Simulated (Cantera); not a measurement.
Charge: 1 mol BCl3, 4.6 mol NH3, equilibrated at 873.15 K and 0.000150 bar.

These are equilibrium values from Cantera (NASA tables, ideal gas, pure condensed phases), not measurements of a reactor. Candidate condensed phases: B, BN, NH4Cl; 21 gas species. Rates play no part.

**Question.** What is the equilibrium state?

**Answer.** 
| Item | Result |
|---|---|
| x(H2) | 0.529 |
| x(HCl) | 0.294 |
| x(N2) | 0.176 |
| n(BN(s)) | 1.00 mol |
| gas amount | 10.20 mol |
| log10 activity of B(s) (absent) | -8.12 |
